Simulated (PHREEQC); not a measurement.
2.8 g of hydrous ferric oxide (600 m²/g; 0.2 weak and 0.005 strong sites per Fe, Dzombak-Morel constants, diffuse double layer) in 1 kg of water with 0.001 mol/kgw of an inert sodium salt and 0.00087 mol/kgw PbCl2, 0.0032 mol/kgw MnCl2 and 9.5e-05 mol/kgw CaCl2, at 25 °C; the pH is set by adding NaOH or the inert anion's acid. No oxygen is let in. No CO2 enters from the air. Nothing may precipitate in this run.

Base run: PHREEQC, ion-association model, wateq4f.dat. Each further column changes one thing. The table gives Pb sorbed (%).

```
pH     base  no electrostatic term (-no_edl)  background salt from 0.001 to 0.0001 mol/kgw  oxide from 2.8 to 14 g/kgw  0.0022 mol/kgw BaCl2 added
----  -----  -------------------------------  --------------------------------------------  --------------------------  --------------------------
3       8.2                       (withheld)                                           8.3                  (withheld)                         7.7
3.5    16.0                             16.4                                          16.0                        66.0                  (withheld)
4.5    29.0                             37.8                                          29.0                        93.2                        28.5
5      59.6                             79.5                                          59.4                  (withheld)                        59.0
6      98.1                             99.7                                          98.1                        99.9                        98.0
6.5    99.7                            100.0                                          99.7                       100.0                        99.7
7.5   100.0                            100.0                                         100.0                       100.0                       100.0
8     100.0                            100.0                                         100.0                       100.0                       100.0
9      99.9                            100.0                                          99.9                       100.0                        99.9
9.5    99.6                            100.0                                          99.6                       100.0                        99.7
10.5   86.6                             99.7                                          86.4                       100.0                  (withheld)
11     56.1                             95.8                                          55.9                       100.0                  (withheld)
```

Task: Some entries are withheld; supply them.

Result: 
- 3, no electrostatic term (-no_edl): 8.6
- 3, oxide from 2.8 to 14 g/kgw: 32.8
- 3.5, 0.0022 mol/kgw BaCl2 added: 15.7
- 5, oxide from 2.8 to 14 g/kgw: 98.4
- 10.5, 0.0022 mol/kgw BaCl2 added: 87.8
- 11, 0.0022 mol/kgw BaCl2 added: 57.0

In at least one series the solution becomes supersaturated in solids that the run did not let form, among them Pyrochroite, Litharge. The oxide is taken as insoluble; below pH 4 it would dissolve.
